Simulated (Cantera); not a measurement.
Charge: 1 mol BCl₃, 0.11 mol O₂, 55 mol H₂, at 0.100 bar.

Method: chemical equilibrium by Gibbs-energy minimisation in Cantera with the NASA 1993 tables (ideal gas, pure condensed phases). Candidate condensed phases: B, B₂O₃, B₃O₃H₃, H₂O; 33 gas species. The tables' values for BOCl, BCl, BH₂, BCl₂ are old estimates; treat these amounts as uncertain. Gases not in the tables: BHCl₂. The numbers say what is thermodynamically allowed, not how fast it happens.

x: gas mole fraction; n: condensed amount in mol.

```tsv
T (K)	x H₂	x HCl	x BCl₃	x HBO	x B₃O₃H₃	x B₃O₃Cl₃	x BOCl	n B(s)
1023	0.957	0.0367	0.00503	…	0.000815	0.000486	4.00e-7	0.497
1123	0.952	0.0445	0.00257	…	0.000965	0.000322	3.63e-6	0.635
1223	0.948	0.0490	0.00121	…	0.00104	0.000178	2.10e-5	0.712
1323	0.946	0.0511	0.000568	…	0.000868	7.53e-5	8.22e-5	0.748
1423	0.945	0.0519	0.000280	…	0.000324	1.49e-5	0.000197	0.765
1523	0.944	0.0522	0.000147	0.00333	2.66e-5	6.90e-7	0.000241	0.769
1623	0.943	0.0523	8.29e-5	0.00347	1.54e-6	2.40e-8	0.000230	0.764
```

Problem. Fill in the missing entries.

Solution. 
- 1023, x HBO: 3.79e-6
- 1123, x HBO: 3.47e-5
- 1223, x HBO: 0.000215
- 1323, x HBO: 0.000931
- 1423, x HBO: 0.00247
